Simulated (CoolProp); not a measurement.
The numbers come from the reference Helmholtz-energy equation of state, Gao 2020 in CoolProp.

For ammonia, give the phase and the cv (kJ/(kg K)), Joule-Thomson coefficient (K/MPa), conductivity (mW/(m K)) at 433.9 K and 4.52 MPa; 433.9 K and 17 MPa.


- 433.9 K and 4.52 MPa: gas; cv 2.09, Joule-Thomson coefficient 7.87, conductivity 47.6
- 433.9 K and 17 MPa: supercritical; cv 3.04, Joule-Thomson coefficient 3.77, conductivity 161

Thermal conductivity comes from a separate model (Tufeu 1984).
